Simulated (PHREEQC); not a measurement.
PHREEQC input (Pitzer model, pitzer.dat):

```
SOLUTION 1
  temp 30
  units mol/kgw
  pH 7 charge
  S(6) 0.00014
  Ca 0.00014
  Cl 0.53
  K 0.53
  Br 0.161
  Mg 0.067
  Na 0.027
END
USE solution 1
INCREMENTAL_REACTIONS false
REACTION 1
  H2O -1
  0 9.886 18.011 24.689 30.178 34.689 38.397 41.444
  43.949 46.007 47.699 49.089 50.232 51.172 51.944 52.578
  53.1 moles
EQUILIBRIUM_PHASES 1
  Arcanite 0 0
  Bischofite 0 0
  Bloedite 0 0
  Brucite 0 0
  Carnallite 0 0
  Epsomite 0 0
  Glaserite 0 0
  Glauberite 0 0
  Gypsum 0 0
  Anhydrite 0 0
  Halite 0 0
  Hexahydrite 0 0
  Kainite 0 0
  Kieserite 0 0
  Leonite 0 0
  Mirabilite 0 0
  Misenite 0 0
  Polyhalite 0 0
  Portlandite 0 0
  Schoenite 0 0
  Sylvite 0 0
  Syngenite 0 0
  Thenardite 0 0
  MgCl2_4H2O 0 0
SELECTED_OUTPUT 1
  -reset false
  -pH true
  -pe true
  -ionic_strength true
  -water true
  -activities H2O
  -totals Br Ca Cl K Mg Na S
  -molalities H+ Na+ K+ Mg+2 Ca+2 Cl- SO4-2 Br- OH- HSO4-
    MgOH+
  -equilibrium_phases Arcanite Bischofite Bloedite Brucite Carnallite Epsomite Glaserite Glauberite Gypsum Anhydrite
    Halite Hexahydrite Kainite Kieserite Leonite Mirabilite Misenite Polyhalite Portlandite Schoenite
    Sylvite Syngenite Thenardite MgCl2_4H2O
PRINT
  -reset false
END
```

Selected output (columns that matter, 17 of 17 rows; water left (kg) added in front):

```
water left (kg)	pH	mu	Br	Ca	Cl	K	Mg	Na	S	m_H+	m_Na+	m_K+	la_H2O	Sylvite
1	6.6303	0.75856	0.161	0.00014	0.53	0.53	0.067	0.027	0.00014	2.8939e-07	0.027	0.53	-0.0092857	0
0.821894	6.5949	0.92294	0.19589	0.00017034	0.64485	0.64485	0.081519	0.032851	0.00017034	3.0464e-07	0.032851	0.64485	-0.011336	0
0.675514	6.5531	1.1229	0.23834	0.00020725	0.78459	0.78459	0.099184	0.03997	0.00020725	3.2213e-07	0.03997	0.78459	-0.013864	0
0.555203	6.5029	1.3663	0.28998	0.00025216	0.95461	0.95461	0.12068	0.048631	0.00025216	3.4275e-07	0.048631	0.95461	-0.016995	0
0.456313	6.4423	1.6624	0.35283	0.00030681	1.1615	1.1615	0.14683	0.05917	0.00030681	3.6782e-07	0.05917	1.1615	-0.020892	0
0.375043	6.3685	2.0226	0.42928	0.00037329	1.4132	1.4132	0.17865	0.071992	0.00037329	3.9931e-07	0.071992	1.4132	-0.025773	0
0.30824	6.2782	2.4609	0.52232	0.00045419	1.7194	1.7194	0.21736	0.087594	0.00045419	4.4017e-07	0.087594	1.7194	-0.031931	0
0.253345	6.1677	2.9942	0.6355	0.00055261	2.092	2.092	0.26446	0.10657	0.00055261	4.948e-07	0.10657	2.092	-0.039757	0
0.208215	6.0329	3.6432	0.77324	0.00067238	2.5454	2.5454	0.32178	0.12967	0.00067238	5.6984e-07	0.12967	2.5454	-0.049788	0
0.171138	5.8697	4.4325	0.94076	0.00081805	3.0969	3.0969	0.3915	0.15777	0.00081805	6.7544e-07	0.15777	3.0969	-0.062735	0
0.140655	5.6739	5.3931	1.1446	0.00099534	3.7681	3.7681	0.47634	0.19196	0.00099534	8.2788e-07	0.19196	3.7681	-0.079566	0
0.115613	5.4532	6.4757	1.3926	0.0012109	4.4987	4.4987	0.57952	0.23354	0.0012109	1.0446e-06	0.23354	4.4987	-0.099828	0.0098922
0.0950203	5.3241	6.7882	1.6944	0.0014734	4.3828	4.3828	0.70511	0.28415	0.0014734	1.2296e-06	0.28415	4.3828	-0.10567	0.11355
0.0780853	5.1764	7.1663	2.0618	0.0017929	4.2392	4.2392	0.85804	0.34578	0.0017929	1.4604e-06	0.34578	4.2392	-0.11336	0.19898
0.0641769	5.0062	7.6234	2.5087	0.0021815	4.062	4.062	1.044	0.42071	0.0021815	1.7495e-06	0.42071	4.062	-0.12358	0.26932
0.0527548	4.8083	8.1766	3.0519	0.0026538	3.8441	3.8441	1.27	0.5118	0.0026538	2.1127e-06	0.5118	3.8441	-0.13728	0.32721
0.0433504	4.5751	8.8499	3.7139	0.0032295	3.5776	3.5776	1.5455	0.62283	0.0032295	2.5695e-06	0.62283	3.5776	-0.15596	0.37491
```

Complexes and solids missing from the database can't appear.
